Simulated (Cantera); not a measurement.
Input (Python, Cantera) and output of one run.

```python
import numpy as np
import cantera as ct

gas_names = [...]  # 113 gases of nasa_gas.yaml made of C, F, H, Si
cond_names = """
    C(gr) C6H6(L) C7H8(L) C8H18(L),n-octa Si(cr) Si(L) SiC(b)
""".split()


# ... load() reads the species with a 1 bar reference pressure and builds the phases ...
atoms = {
    'SiF4': {'Si': 1, 'F': 4},
    'C2H2': {'C': 2, 'H': 2},
    'H2': {'H': 2},
}
top_T = {'C(gr)': 4500, 'SiC(b)': 3050}  # K; cautious upper limits of use, not melting points


# ... equilibrate(T, P, feed) seeds the gas with the atoms and calls Mixture.equilibrate('TP', solver="vcs", rtol=1e-11, max_steps=5000) ...
results = []
feed = {'SiF4': 1, 'C2H2': 0.028, 'H2': 1300}  # mol
T = 2475  # K
P = 990  # Pa
mix = equilibrate(T, P, feed)
results.append((T, P, feed, dict(zip(mix.species_names, mix.species_moles))))
x = sorted(zip(gas.X, gas.species_names), reverse=True)
print(f"T = {T:g} K  P = {P:g} Pa  gas = {mix.phase_moles(0):.4g} mol")
print("   x: " + "  ".join(f"{s} {v:.3e}" for v, s in x if v > 1e-06))
print("   condensed (mol): " + ("  ".join(f"{mix.phase(i).name} {mix.phase_moles(i):.4g}"
      for i in range(1, mix.n_phases) if mix.phase_moles(i) > 1e-12) or "none"))
```

It prints:

```
T = 2475 K  P = 990 Pa  gas = 1449 mol
   x: H2 7.949e-01  H 2.016e-01  HF 2.752e-03  Si 6.657e-04  C2H2,acetylene 1.808e-05  SiH 1.621e-05  SiF 6.080e-06  F 1.366e-06  SiH2 1.245e-06
   condensed (mol): none
```

Cantera equilibrium calculation (NASA polynomials, part measured and part estimated; ideal gas, pure solids and liquids).
